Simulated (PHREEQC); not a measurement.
Dissolve 3.9 mmol/kgw HNO3, 45 mmol/kgw AlCl3 and 0.069 mmol/kgw MnSO4 at 25 °C. Closed to the air; pH follows from the charge balance.

The numbers come from PHREEQC with the ion-association model, phreeqc.dat.

Precipitation was switched off in this run.

Task: Order these Mn species by the share of Mn that they hold, largest first: MnCl+, MnCl2, Mn+2.

Result: Mn+2 (86 %), MnCl+ (14 %), MnCl2 (0.37 %)

Task: Order these S species by the share of S that they hold, largest first: HSO4-, AlSO4+, SO4-2.

Result: AlSO4+ (84 %), SO4-2 (14 %), HSO4- (1.5 %)

The pH is 2.51 and the ionic strength 0.274 mol/kgw.
